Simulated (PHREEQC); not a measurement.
Solution (25 °C): 7.2 mmol/kgw HF and 12 mmol/kgw (CH3)4NF. Closed to the air; pH follows from the charge balance.

Equilibrium calculation in PHREEQC: ion-association model, wateq4f.dat.

This is a speciation only: nothing precipitates in the calculation.

### Question
Predict the pH.

### Answer
pH 3.41.

### Question
In which forms is F present?

### Answer
F- 63 %, HF 33 %, HF2- 3.1 %, H2F2 1.1 % of the F.

Species that the database lacks are ignored. (CH3)4N+ isn't in the database: it is added as a free cation with an ion size of 4 Å.
